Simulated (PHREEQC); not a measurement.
**Cooling-tower water: an equilibrium model**

Model water analysis in mg/L, 55 °C, pH 5.99, pe 11.9: Na 62.6; K 0.261; Ca 139; Mg 77.7; Cl 448; S(6) as SO4 56.7; Alkalinity as HCO3 108; B 0.0202; Br 1.19.

Valence states are taken as typed.

The numbers come from PHREEQC with the ion-association model, wateq4f.dat.

No solid was allowed to form.

Task: What charge-balance error does the model give?

Result: charge-balance error 1.5 %.

Task: In which forms is S present?

Result: SO4-2 58 %, MgSO4 26 %, CaSO4 15 %, NaSO4- 0.5 % of the S.

Species that the database lacks are ignored. Away from 25 °C the constants follow the database's enthalpies or fits; those with neither stay at their 25 °C values.
